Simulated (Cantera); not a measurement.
Feed: 1 mol CsOH, 7.8 mol H2O, held at 998 K and 0.133 bar.

Method: chemical equilibrium by Gibbs-energy minimisation in Cantera with the NASA 1993 tables (ideal gas, pure condensed phases). Candidate condensed phases: Cs, CsOH, H2O; 15 gas species. Rates play no part.

Base state: H2O 0.893, CsOH 0.0989, Cs2(OH)2 0.00782 (mole fractions); condensed: gas only.

### Question
What changes in the equilibrium state with this change: temperature from 998 K to 1575 K?

### Answer
```
species    before     after
--------  -------  --------
H2O         0.893     0.885
CsOH       0.0989     0.113
H2        3.98e-7  0.000606
Cs2(OH)2  0.00782   4.91e-6
OH        1.82e-8  0.000149
Cs        2.47e-7  0.000482
```
